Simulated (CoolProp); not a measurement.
Cyclopropane along the isotherm 4.85 °C: density (kg/m³) from the reference equation and from simpler models built on Tc = 125.5 °C, pc = 56.05 bar, ω = 0.131; each cubic takes its own stable root.

Model: reference Helmholtz-energy equation of state, Polt 1992, in CoolProp. This equation is an older, rougher fit; its heat capacities, sound speeds and derivatives of the liquid may be far off and weren't checked against measurements.

| p (bar) | phase | reference |
|---|---|---|
| 5.61 | liquid | 649.4 |
| 11.2 | liquid | 650.4 |
| 16.8 | liquid | 651.3 |
| 22.4 | liquid | 652.3 |
| 28 | liquid | 653.2 |

### Question
How far does each simpler model (van der Waals, Redlich-Kwong, Peng-Robinson) lie from the reference over these 5 states: mean and median of the absolute difference, and the worst?

### Answer
- van der Waals: mean 49.4 %, median 37.2 %, worst -98.3 % at 4.85 °C and 5.61 bar
- Redlich-Kwong: mean 8.9 %, median 8.9 %, worst -9.0 % at 4.85 °C and 5.61 bar
- Peng-Robinson: mean 4.7 %, median 4.7 %, worst +4.8 % at 4.85 °C and 28 bar

At some of these states van der Waals gives the other phase, because its saturation line lies elsewhere.
